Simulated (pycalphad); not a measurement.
# Phase fractions of Si-46.8Al (at.%)

Computed with pycalphad from the COST 507 light-alloy database (1999), at 1 atm. The data set is of 1999 and partly superseded. Amounts are mole fractions of atoms.

| T (K) | LIQUID | DIAMOND_A4 | FCC_A1 |
|---|---|---|---|
| 1450 | 1.000 | - | - |
| 1350 | 0.963 | 0.037 | - |
| 1250 | 0.808 | 0.192 | - |
| 1150 | 0.705 | 0.295 | - |
| 1050 | 0.630 | 0.370 | - |
| 950 | 0.575 | 0.425 | - |
| 850 | - | 0.525 | 0.475 |
| 750 | - | 0.529 | 0.471 |
| 650 | - | 0.531 | 0.469 |
| 550 | - | 0.532 | 0.468 |

FCC_A1 is fcc; DIAMOND_A4 is diamond (Si).
